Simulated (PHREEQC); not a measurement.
Dissolve 1.3 mmol/kgw H2SO4, 9.4 mmol/kgw Li2SO4 and 130 mmol/kgw MgSO4 at 25 °C. Closed to the air; pH follows from the charge balance.

Computed with PHREEQC (ion-association model, phreeqc.dat).

| quantity | before | after |
|---|---|---|
| pH | 3.14 | 3.47 |
| ionic strength (mol/kgw) | 0.257 | 0.163 |
| MgSO4 (mol/kgw) | 0.0722 | 0.0957 |
| SO4-2 (mol/kgw) | 0.0654 | 0.0419 |
| Mg+2 (mol/kgw) | 0.0578 | 0.0343 |
| HSO4- (mol/kgw) | 0.00168 | 0.00217 |

**Question.** Which change was made?
(A) H2SO4 from 0.0013 to 0.00143 mol/kgw
(B) temperature from 25 to 80 °C
(C) Li2SO4 from 0.0094 to 0.00846 mol/kgw
(D) MgSO4 from 0.13 to 0.117 mol/kgw
(E) diluted 5-fold with water

**Answer.** B, temperature from 25 to 80 °C

This is a speciation only: nothing precipitates in the calculation. Away from 25 °C the constants follow the database's enthalpies or fits; those with neither stay at their 25 °C values.
